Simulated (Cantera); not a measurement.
Input (Python, Cantera) and output of one run.

```python
import numpy as np
import cantera as ct

gas_names = [...]  # 113 gases of nasa_gas.yaml made of C, F, H, Si
cond_names = """
    C(gr) C6H6(L) C7H8(L) C8H18(L),n-octa Si(cr) Si(L) SiC(b)
""".split()


# ... load() reads the species with a 1 bar reference pressure and builds the phases ...
atoms = {
    'SiF4': {'Si': 1, 'F': 4},
    'C2H4': {'C': 2, 'H': 4},
    'H2': {'H': 2},
}
top_T = {'C(gr)': 4500, 'SiC(b)': 3050}  # K; cautious upper limits of use, not melting points


# ... equilibrate(T, P, feed) seeds the gas with the atoms and calls Mixture.equilibrate('TP', solver="vcs", rtol=1e-11, max_steps=5000) ...
results = []
feed = {'SiF4': 1, 'C2H4': 0.1, 'H2': 21}  # mol
P = 160  # Pa
for T in [1050, 1100, 1150, 1200, 1250, 1300, 1350, 1400, 1450]:
    mix = equilibrate(T, P, feed)
    results.append((T, P, feed, dict(zip(mix.species_names, mix.species_moles))))
    x = sorted(zip(gas.X, gas.species_names), reverse=True)
    print(f"T = {T:g} K  P = {P:g} Pa  gas = {mix.phase_moles(0):.4g} mol")
    print("   x: " + "  ".join(f"{s} {v:.3e}" for v, s in x if v > 1e-06))
    print("   condensed (mol): " + ("  ".join(f"{mix.phase(i).name} {mix.phase_moles(i):.4g}"
          for i in range(1, mix.n_phases) if mix.phase_moles(i) > 1e-12) or "none"))
```

Output:

```
T = 1050 K  P = 160 Pa  gas = 22.2 mol
   x: H2 9.543e-01  SiF4 4.458e-02  HF 6.440e-04  SiHF3 3.110e-04  SiF3 9.686e-05  CH4 8.342e-05  SiH2F2 1.125e-06
   condensed (mol): C(gr) 0.1969  SiC(b) 0.001294
T = 1100 K  P = 160 Pa  gas = 22.2 mol
   x: H2 9.539e-01  SiF4 4.433e-02  HF 1.145e-03  SiHF3 3.528e-04  SiF3 2.019e-04  CH4 5.226e-05  SiH2F2 1.427e-06  SiF2 1.360e-06
   condensed (mol): C(gr) 0.1956  SiC(b) 0.003247
T = 1150 K  P = 160 Pa  gas = 22.21 mol
   x: H2 9.533e-01  SiF4 4.395e-02  HF 1.933e-03  SiHF3 3.947e-04  SiF3 3.934e-04  CH4 3.403e-05  SiF2 4.458e-06  H 1.821e-06  SiH2F2 1.769e-06
   condensed (mol): C(gr) 0.193  SiC(b) 0.00629
T = 1200 K  P = 160 Pa  gas = 22.22 mol
   x: H2 9.523e-01  SiF4 4.335e-02  HF 3.117e-03  SiF3 7.213e-04  SiHF3 4.354e-04  CH4 2.292e-05  SiF2 1.317e-05  H 4.815e-06  SiH2F2 2.147e-06
   condensed (mol): C(gr) 0.1888  SiC(b) 0.01072
T = 1250 K  P = 160 Pa  gas = 22.23 mol
   x: H2 9.509e-01  SiF4 4.246e-02  HF 4.822e-03  SiF3 1.251e-03  SiHF3 4.734e-04  SiF2 3.548e-05  CH4 1.591e-05  H 1.178e-05  SiH2F2 2.553e-06
   condensed (mol): C(gr) 0.1828  SiC(b) 0.01679
T = 1300 K  P = 160 Pa  gas = 22.25 mol
   x: H2 9.489e-01  SiF4 4.118e-02  HF 7.185e-03  SiF3 2.060e-03  SiHF3 5.069e-04  SiF2 8.790e-05  H 2.694e-05  CH4 1.133e-05  SiH2F2 2.977e-06
   condensed (mol): C(gr) 0.175  SiC(b) 0.02467
T = 1350 K  P = 160 Pa  gas = 22.28 mol
   x: H2 9.462e-01  SiF4 3.938e-02  HF 1.034e-02  SiF3 3.228e-03  SiHF3 5.332e-04  SiF2 2.017e-04  H 5.796e-05  CH4 8.258e-06  SiH2F2 3.400e-06  C2H2,acetylene 1.172e-06
   condensed (mol): C(gr) 0.1654  SiC(b) 0.03436
T = 1400 K  P = 160 Pa  gas = 22.31 mol
   x: H2 9.427e-01  SiF4 3.698e-02  HF 1.441e-02  SiF3 4.816e-03  SiHF3 5.496e-04  SiF2 4.307e-04  H 1.181e-04  CH4 6.142e-06  SiH2F2 3.802e-06  C2H2,acetylene 2.375e-06
   condensed (mol): C(gr) 0.1542  SiC(b) 0.0456
T = 1450 K  P = 160 Pa  gas = 22.36 mol
   x: H2 9.382e-01  SiF4 3.389e-02  HF 1.946e-02  SiF3 6.837e-03  SiF2 8.593e-04  SiHF3 5.529e-04  H 2.290e-04  CH4 4.650e-06  C2H2,acetylene 4.574e-06  SiH2F2 4.154e-06
   condensed (mol): C(gr) 0.1419  SiC(b) 0.05782
```

These are equilibrium values from Cantera (NASA tables, ideal gas, pure condensed phases), not measurements of a reactor. The tables' values for SiF3, SiF2 are old estimates; treat these amounts as uncertain.
